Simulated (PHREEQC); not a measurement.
Geothermal or formation water: an equilibrium model

A made-up water analysis in mmol/kgw, 40 °C, pH 6.4:

| constituent | mmol/kgw |
|---|---|
| Na | 154 |
| K | 26.4 |
| Ca | 6.7 |
| Mg | 14.4 |
| Cl | 230 |
| S(6) | 1.25 |
| Alkalinity (meq/kgw) | 5.61e-06 |
| Li | 3.39 |

Cl is adjusted to close the charge balance.
Valence states are taken as typed.

Equilibrium calculation in PHREEQC: Pitzer model, pitzer.dat.

```
Quantity                      Value
--------------------  -------------
ionic strength        0.248 mol/kgw
activity of water             0.993
specific conductance    30100 µS/cm
density                 1.001 g/cm³
osmotic coefficient           0.910
```

```
species  molality  activity   log γ
-------  --------  --------  ------
Cl-         0.224     0.156  -0.156
Na+         0.154     0.113  -0.133
K+         0.0264    0.0188  -0.147
Mg+2       0.0144   0.00421  -0.534
Ca+2      0.00670   0.00185  -0.558
Li+       0.00339   0.00258  -0.119
SO4-2     0.00125  0.000209  -0.777
H+        5.13e-7   3.98e-7  -0.110
HCO3-     3.61e-7   2.66e-7  -0.133
CO2       1.99e-7   2.06e-7   0.015
```

This is a speciation only: nothing precipitates in the calculation. Constants without temperature data keep their 25 °C values here.
